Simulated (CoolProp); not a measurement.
A single-stage vapour-compression cycle with R142b: evaporating at 274.15 K (dew point), condensing at 320.15 K (bubble point), superheat 8 K, subcooling 0 K, compressor efficiency 0.7, no pressure losses. Each further row changes one setting.

Values from CoolProp's reference Helmholtz-energy equation of state, Lemmon 2006. It is a short technical equation, of lower accuracy than the large ones.

```
case                              cooling COP  pressure ratio  discharge temperature (K)  refrigerating effect (kJ/kg)  volumetric capacity (kJ/m³)
--------------------------------  -----------  --------------  -------------------------  ----------------------------  ---------------------------
as stated                                3.43            4.21                      345.1                           164                         1110
evaporating temperature 279.15 K         4.00               ?                      342.6                           167                         1340
condensing temperature 315.15 K             ?               ?                      339.0                           171                         1150
subcooling 5 K                           3.57            4.21                      345.1                           171                         1150
superheat 18 K                           3.46            4.21                          ?                           172                            ?
compressor efficiency 0.6                   ?            4.21                          ?                           164                         1110
```

### Question
Complete the blanks.

### Answer

- evaporating temperature 279.15 K, pressure ratio: 3.51
- condensing temperature 315.15 K, cooling COP: 3.95
- condensing temperature 315.15 K, pressure ratio: 3.68
- superheat 18 K, discharge temperature (K): 355.7
- superheat 18 K, volumetric capacity (kJ/m³): 1120
- compressor efficiency 0.6, cooling COP: 2.94
- compressor efficiency 0.6, discharge temperature (K): 353.0
